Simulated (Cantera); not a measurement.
## Thermodynamics of carbon deposition, reforming and gasification, feed toluene + H2O

Charge: 1 mol toluene, 0.023 mol H2O, held at 0.000110 bar.

Equilibrium computed with Cantera from the NASA thermochemical tables; the gas is ideal and each condensed phase is pure. Candidate condensed phases: C, C6H6, C7H8, C8H18, H2O; 110 gas species. Equilibrium is a limit: real reactors are often held back by kinetics, nucleation or transport.

```
T (K)    x H     x H2      x C3       x C      x C2     x CO     x C2H  n C(graphite)
-----  -----  -------  --------  --------  --------  -------  --------  -------------
2223   0.450    0.544   3.48e-5   2.08e-5   3.05e-6  0.00440   4.82e-5           6.96
2323   0.628    0.366  0.000232  0.000110   2.07e-5  0.00390  0.000145           6.95
2423   0.780    0.213   0.00131  0.000507  0.000119  0.00346  0.000366           6.92
2523   0.876    0.109   0.00644   0.00207  0.000596  0.00314  0.000786           6.78
2623   0.906   0.0509    0.0279   0.00758   0.00263  0.00289   0.00148           6.16
2723   0.830   0.0198     0.108    0.0252    0.0104  0.00250   0.00235           3.46
2823   0.728  0.00742     0.177    0.0596    0.0224  0.00213   0.00206              0
```
x: gas mole fraction; n: condensed amount in mol.

From 2223 K to 2723 K the condensed part is C(graphite). At 2823 K nothing is condensed. The main C-bearing gas is CO at 2223 K and C3 at 2823 K. The share of C in condensed phases is highest at 2223 K (99.4 %) and lowest at 2823 K (0.0 %).
